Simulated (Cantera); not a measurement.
What does this Cantera script print?

```python
import numpy as np
import cantera as ct

gas = ct.Solution("SiF4_NH3_mec.yaml", "gas")
gas.TPX = 2125, 1000, {'NH3': 1, 'N2': 0.94}
inlet = ct.Reservoir(gas, clone=True)

reactor = ct.IdealGasConstPressureReactor(gas, energy="off", clone=False)
exhaust = ct.Reservoir(gas, clone=True)
tau = [11, 2.4, 0.52, 0.11, 0.024, 0.0052, 0.0011][0]
for a, b in ((inlet, reactor), (reactor, exhaust)):
    ct.MassFlowController(a, b, mdot=lambda t: reactor.mass / tau)
net = ct.ReactorNet([reactor])
show = ['NH3', 'N2H4', 'NH', 'H2', 'N2']

rows = []
print(f"{'tau/s':>10s}{'T/K':>9s}" + "".join(f"{s:>11s}" for s in show))
for tau in [11, 2.4, 0.52, 0.11, 0.024, 0.0052, 0.0011]:
    net.initial_time = 0.0
    net.advance(30 * tau)
    before = gas.X
    net.advance(40 * tau)
    drift = np.max(np.abs(gas.X - before) / (gas.X + 1e-9))
    rows.append([gas.T, *gas[show].X, drift])
    print(f"{tau:10.3e}{gas.T:9.1f}" + "".join(f"{x:11.3e}" for x in gas[show].X))
```

Output:

```
     tau/s      T/K        NH3       N2H4         NH         H2         N2
 1.100e+01   2125.0  2.225e-02  7.623e-11  1.710e-05  4.869e-01  4.891e-01
 2.400e+00   2125.0  8.190e-02  4.850e-10  2.837e-05  4.281e-01  4.886e-01
 5.200e-01   2125.0  2.254e-01  2.156e-09  4.089e-05  2.859e-01  4.871e-01
 1.100e-01   2125.0  4.022e-01  5.671e-09  4.295e-05  1.106e-01  4.852e-01
 2.400e-02   2125.0  4.883e-01  8.549e-09  2.967e-05  2.519e-02  4.842e-01
 5.200e-03   2125.0  5.114e-01  4.429e-09  1.273e-05  2.849e-03  4.842e-01
 1.100e-03   2125.0  5.149e-01  3.229e-10  1.610e-06  2.375e-04  4.844e-01
```

Cantera simulation using the gas-phase N/H chemistry of the illustrative SiF4/NH3 mechanism in the Surface Chemkin manual (1991); the numbers are that mechanism's predictions, not measurements. Walls and surfaces, which speed up NH3 decomposition in real reactors, are not modelled.
